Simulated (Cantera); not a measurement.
A perfectly stirred reactor is fed with H₂ : O₂ = 0.011 : 1 (molar parts), equivalence ratio 0.0055, at 1900 Pa; it is held at 1200 K, and followed from long to short residence time.

Computed with Cantera and the H2/O2 subset of GRI-Mech 3.0, which has no nitrogen chemistry. Radical loss at walls, strong at low pressure, is not modelled.

Problem. What does this change do: 0.02 parts H2O added?

Solution. 
```
quantity                 before     after
---------------------  --------  --------
x(H₂) at τ = 1.60 s     3.29e-5   3.77e-5
x(O₂) at τ = 1.60 s       0.988     0.969
x(H₂O) at τ = 1.60 s     0.0107    0.0300
x(O) at τ = 1.60 s      0.00111  0.000694
x(HO₂) at τ = 1.60 s    5.06e-7   6.57e-7
x(H₂) at τ = 33.0 ms   0.000346  0.000386
x(O₂) at τ = 33.0 ms      0.982     0.964
x(H₂O) at τ = 33.0 ms   0.00989    0.0290
x(O) at τ = 33.0 ms     0.00617   0.00493
x(HO₂) at τ = 33.0 ms   1.46e-6   2.05e-6
```

Problem. What does this change do: pressure from 1900 Pa to 2700 Pa?

Solution. 
```
quantity                 before     after
---------------------  --------  --------
x(H₂) at τ = 1.60 s     3.29e-5   2.97e-5
x(O₂) at τ = 1.60 s       0.988     0.988
x(H₂O) at τ = 1.60 s     0.0107    0.0108
x(O) at τ = 1.60 s      0.00111  0.000715
x(HO₂) at τ = 1.60 s    5.06e-7   5.56e-7
x(H₂) at τ = 33.0 ms   0.000346  0.000290
x(O₂) at τ = 33.0 ms      0.982     0.984
x(H₂O) at τ = 33.0 ms   0.00989    0.0101
x(O) at τ = 33.0 ms     0.00617   0.00502
x(HO₂) at τ = 33.0 ms   1.46e-6   1.85e-6
```
